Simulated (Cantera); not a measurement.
# Hydrocarbon pyrolysis for carbon deposition

An isothermal, constant-pressure homogeneous reactor starts with 8.33 % CH4, 91.7 % H2, at 1450 K and 20.0 Torr.

Model: GRI-Mech 3.0 (53 species, 325 reactions), integrated in Cantera. GRI-Mech 3.0 stops at C3 and has no aromatics, soot or wall deposition, so with more carbon than oxygen in the feed, carbon stays in small species such as C2H2 where larger ones or solid carbon would form. Radical loss at walls, strong at low pressure, is not modelled.

```tsv
t (s)	x CH4	x H2	x C2H	x C2H6	x C2H2	x CH2
6.00e-5	0.0833	0.917	<1e-12	<1e-12	<1e-12	<1e-12
0.000283	0.0833	0.917	<1e-12	<1e-12	<1e-12	<1e-12
0.00134	0.0833	0.917	<1e-12	4.02e-11	<1e-12	<1e-12
0.00632	0.0833	0.917	<1e-12	3.95e-9	3.87e-12	7.49e-12
0.0298	0.0833	0.917	<1e-12	2.81e-7	3.52e-9	1.58e-10
0.141	0.0832	0.917	<1e-12	4.05e-6	3.86e-6	1.65e-9
0.665	0.0825	0.917	1.33e-11	5.22e-6	0.000232	2.20e-9
3.14	0.0794	0.919	9.68e-11	4.90e-6	0.00167	2.15e-9
14.8	0.0668	0.925	4.47e-10	3.67e-6	0.00743	1.96e-9
70.0	0.0357	0.942	1.48e-9	1.28e-6	0.0217	1.35e-9
```
x: mole fraction; the columns are a selection and need not sum to one.

Equilibrium at this temperature and pressure: CH4 0.00690, H2 0.958, C2H 2.84e-9, C2H6 1.38e-7, C2H2 0.0349, CH2 3.83e-10 (gas phase only).
